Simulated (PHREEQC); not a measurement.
**Silver or lead bath: an equilibrium model**

Consider water at 25 °C and 300 atm with 0.019 mol Pb(NO3)2 and 0.0044 mol NaNO3 per kg of water. Closed to the air; pH follows from the charge balance.

Computed with PHREEQC (ion-association model, phreeqc.dat).

No solid was allowed to form.

**Question.** Estimate the pH, ionic strength, density.

**Answer.** pH 4.82; ionic strength 0.0525 mol/kgw; density 1.016 g/cm³.

**Question.** In which forms is N present?

**Answer.** NO3- 90 %, PbNO3+ 10 % of the N.

Under pressure, the constants of complexes without a molar volume in the database are unreliable.
